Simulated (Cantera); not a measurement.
Source: NASA polynomial tables (part measured, part estimated), evaluated in Cantera. Values are per mole of reaction as written; species without (g) are pure solids or liquids, kept so even where they would boil at 1 bar.

Q: Between 2373 and 2473 K, where is each reaction favourable under standard conditions?
- 2 C₂H₂(g) → C₂H₄(g) + 2 C
- 2 C₃H₈(g) → 3 C₂H₄(g) + 4 H(g)

A: 
- 2 C₂H₂(g) → C₂H₄(g) + 2 C: ΔG° is 33 kJ at 2373 K and 51 kJ at 2473 K; it stays positive (K < 1). ΔH° is -403 kJ and ΔS° -184 J/K at 2473 K.
- 2 C₃H₈(g) → 3 C₂H₄(g) + 4 H(g): ΔG° is -225 kJ at 2373 K and -288 kJ at 2473 K; it stays negative (K > 1). ΔH° is 1263 kJ and ΔS° 627 J/K at 2473 K.
